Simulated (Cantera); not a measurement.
A freely propagating, adiabatic, planar premixed flame of 8.01 % CH₄, 0.881 % CO, 19.2 % O₂, 72.0 % N₂, unburnt at 473 K and 1.01 bar; multicomponent+Soret transport, grid criteria slope 0.08 and curve 0.16, no radiation.

Detailed kinetics in Cantera: GRI-Mech 3.0 (53 species, 325 reactions). Burning velocities carry a grid error of a few per cent, more on coarse grids.

Task: Predict: laminar burning velocity; thermal thickness; peak x(CH₂CO); peak x(H).

Result: 
| Item | Value |
|---|---|
| laminar burning velocity | 73.7 cm/s |
| thermal thickness | 0.395 mm |
| peak x(CH₂CO) | 7.28e-5 |
| peak x(H) | 0.00538 |
